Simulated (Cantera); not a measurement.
Feed: 1 mol Si₃H₈, 0.051 mol Cl₂, 82 mol H₂, equilibrated at 1 atm.

These are equilibrium values from Cantera (NASA tables, ideal gas, pure condensed phases), not measurements of a reactor. Candidate condensed phases: Si; 19 gas species. The feed counts by its element totals alone. Kinetics and transport are ignored. All values below are at 1550 K.

Base state: H₂ 0.999, HCl 0.00118, H 3.13e-5 (mole fractions); condensed: Si(s).

Question: What changes in the equilibrium state with this change: 0.047 mol O₂ added?

Answer: 
| species | before | after |
|---|---|---|
| H₂ | 0.999 | 0.998 |
| HCl | 0.00118 | 0.00117 |
| SiO | 0 | 0.00109 |
| H | 3.13e-5 | 3.13e-5 |
| Si(s), mol | 3.00 | 2.91 |
Further candidate phases: H₂O, SiO₂.

Question: What changes in the equilibrium state with this change: Si₃H₈ replaced by SiHCl₃?

Answer: 
| species | before | after |
|---|---|---|
| H₂ | 0.999 | 0.967 |
| HCl | 0.00118 | 0.0297 |
| SiCl₂ | 4.61e-6 | 0.00305 |
| SiCl₄ | <1e-9 | 2.62e-5 |
| SiCl₃ | 9.96e-9 | 0.000169 |
| SiHCl₃ | 6.26e-9 | 0.000105 |
| Si(s), mol | 3.00 | 0.711 |
The tables' values for SiCl₃ are old estimates; treat these amounts as uncertain.
